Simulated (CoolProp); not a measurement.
Normal hydrogen along the isotherm 22.1 K: density (kg/m³) from the reference equation and from simpler models built on Tc = 33.1 K, pc = 1.296 MPa, ω = -0.219; each cubic takes its own stable root.

The numbers come from the reference Helmholtz-energy equation of state, Leachman 2009 in CoolProp.

```
p (MPa)   phase  reference  van der Waals  Soave-Redlich-Kwong
-------  ------  ---------  -------------  -------------------
0.324    liquid      69.03          55.85                75.30
0.648    liquid      69.53          56.34                75.96
0.972    liquid          …              …                76.57
1.3      liquid          …          57.21                77.15
1.62     liquid      70.90          57.59                77.68
1.94     liquid      71.31          57.94                78.19
2.27     liquid      71.71          58.29                78.68
2.59     liquid          …          58.60                79.14
2.92     liquid      72.47          58.91                79.58
3.24     liquid      72.83          59.19                80.00
```

### Question
Complete the blanks.

### Answer

- 0.972, reference: 70.01
- 0.972, van der Waals: 56.79
- 1.3, reference: 70.47
- 2.59, reference: 72.09
